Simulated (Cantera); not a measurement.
A perfectly stirred reactor is fed with C₂H₄ : H₂ = 1 : 46 (molar parts), at 20.0 Torr; it is held at 1800 K, and followed from long to short residence time.

Detailed kinetics in Cantera: GRI-Mech 3.0 (53 species, 325 reactions). GRI-Mech 3.0 was tuned for natural gas; its chemistry of ethylene as a main component is partial and can be far from experiment. GRI-Mech 3.0 stops at C3 and has no aromatics, soot or wall deposition, so with more carbon than oxygen in the feed, carbon stays in small species such as C2H2 where larger ones or solid carbon would form. Radical loss at walls, strong at low pressure, is not modelled.

Task: Predict: x(C₂H₄) at τ = 23.0 s; x(H₂) at τ = 23.0 s; x(H) at τ = 23.0 s; x(CH₃) at τ = 23.0 s; x(C₂H₄) at τ = 62.0 ms; x(H₂) at τ = 62.0 ms; x(H) at τ = 62.0 ms; x(CH₃) at τ = 62.0 ms; x(C₂H₆) at τ = 62.0 ms.

Result: 
* **x(C₂H₄) at τ = 23.0 s**: 1.33e-5
* **x(H₂) at τ = 23.0 s**: 0.977
* **x(H) at τ = 23.0 s**: 0.00213
* **x(CH₃) at τ = 23.0 s**: 7.57e-6
* **x(C₂H₄) at τ = 62.0 ms**: 0.00162
* **x(H₂) at τ = 62.0 ms**: 0.979
* **x(H) at τ = 62.0 ms**: 0.000180
* **x(CH₃) at τ = 62.0 ms**: 3.06e-8
* **x(C₂H₆) at τ = 62.0 ms**: 5.74e-9
